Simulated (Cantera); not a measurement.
Feed: 1 mol SiC, a varied amount of N₂O, 110 mol H₂, held at 1948 K and 0.133 bar.

Cantera equilibrium calculation (NASA polynomials, part measured and part estimated; ideal gas, pure solids and liquids). Candidate condensed phases: C, C₆H₆, C₇H₈, C₈H₁₈, H₂O, Si, SiC, SiO₂, Si₂N₂O, Si₃N₄; 151 gas species. Gases not in the tables: Si₂H₆ and higher silanes. Kinetics and transport are ignored.

x: gas mole fraction; n: condensed amount in mol.

| n(N₂O) (mol) | x H₂ | x N₂ | x H₂O | x SiO | x CO | x H | x HCN | n SiC(s) |
|---|---|---|---|---|---|---|---|---|
| 0.62 | 0.986 | 0.00552 | 5.84e-7 | 0.00276 | 0.00281 | 0.00307 | 8.07e-5 | 0.676 |
| 0.73 | 0.984 | 0.00649 | 6.85e-7 | 0.00325 | 0.00329 | 0.00307 | 8.72e-5 | 0.620 |
| 0.86 | 0.981 | [?] | [?] | [?] | [?] | 0.00307 | 9.43e-5 | [?] |
| 1 | 0.979 | 0.00886 | 9.30e-7 | 0.00444 | 0.00447 | 0.00306 | 0.000101 | 0.484 |
| 1.2 | 0.975 | [?] | [?] | [?] | [?] | 0.00306 | [?] | [?] |
| 1.4 | 0.972 | 0.0123 | 1.28e-6 | 0.00619 | 0.00620 | 0.00305 | 0.000119 | 0.283 |
| 1.7 | 0.967 | 0.0149 | 1.54e-6 | 0.00748 | 0.00748 | 0.00304 | 0.000130 | 0.133 |
| 2 | 0.962 | 0.0175 | 2.33e-5 | 0.00875 | 0.00875 | 0.00304 | 1.08e-5 | 0 |
| 2.4 | 0.955 | 0.0209 | 0.00348 | 0.00873 | 0.00872 | 0.00302 | 7.81e-8 | 0 |
| 2.8 | 0.948 | 0.0244 | 0.00694 | 0.00870 | 0.00868 | 0.00301 | 4.16e-8 | 0 |
| 3.3 | 0.940 | 0.0286 | 0.0112 | 0.00866 | 0.00864 | 0.00300 | 2.74e-8 | 0 |
| 3.9 | 0.930 | 0.0336 | 0.0163 | 0.00861 | 0.00858 | 0.00298 | 2.00e-8 | 0 |

What belongs in the gaps?


- 1.2, x N₂: 0.0106
- 1.2, x H₂O: 1.11e-6
- 1.2, x SiO: 0.00532
- 1.2, x CO: 0.00534
- 1.2, x HCN: 0.000110
- 1.2, n SiC(s): 0.384
- 0.86, x N₂: 0.00763
- 0.86, x H₂O: 8.04e-7
- 0.86, x SiO: 0.00382
- 0.86, x CO: 0.00386
- 0.86, n SiC(s): 0.555
